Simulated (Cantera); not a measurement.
# Gas-phase reforming

An isothermal, constant-pressure homogeneous reactor starts with 16.6 % CH4, 78.2 % H2O, 5.16 % H2, at 1500 K and 1.10 bar.

Cantera simulation using GRI-Mech 3.0 (53 species, 325 reactions); the numbers are that mechanism's predictions, not measurements.

```
t (s)      x CH4  x H2O    x H2      x H    x C2H2
--------  ------  -----  ------  -------  --------
1.00e-5    0.166  0.782  0.0516  9.66e-8    <1e-12
2.77e-5    0.166  0.782  0.0516  1.93e-7    <1e-12
7.65e-5    0.166  0.782  0.0516  4.43e-7  3.89e-11
0.000211   0.166  0.782  0.0516  9.02e-7   2.82e-9
0.000585   0.166  0.782  0.0517  1.25e-6   1.12e-7
0.00162    0.166  0.782  0.0520  1.61e-6   2.76e-6
0.00447    0.165  0.782  0.0529  2.00e-6   5.60e-5
0.0124     0.161  0.780  0.0564  2.21e-6  0.000655
0.0342     0.153  0.774  0.0669  2.56e-6   0.00376
0.0946     0.134  0.760  0.0919  3.35e-6    0.0118
0.262      0.101  0.733   0.137  4.77e-6    0.0244
0.723     0.0633  0.688   0.198  6.77e-6    0.0346
2.00      0.0412  0.624   0.265  8.63e-6    0.0306
```
x: mole fraction; the columns are a selection and need not sum to one.

Equilibrium at this temperature and pressure: CH4 9.91e-8, H2O 0.428, H2 0.447, H 1.13e-5, C2H2 <1e-12 (gas phase only).
